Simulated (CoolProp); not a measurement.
Model: reference Helmholtz-energy equation of state, Younglove 1994, in CoolProp. It is a modified Benedict-Webb-Rubin equation, recast in Helmholtz form.

Question: For R123, give the phase and the density (kg/m³), Joule-Thomson coefficient (K/MPa), isothermal compressibility (1/MPa), fugacity coefficient at -45.85 °C and 1430 kPa.

Answer: 
- -45.85 °C and 1430 kPa: liquid; density 1640, Joule-Thomson coefficient -0.447, isothermal compressibility 0.000899, fugacity coefficient 0.00179
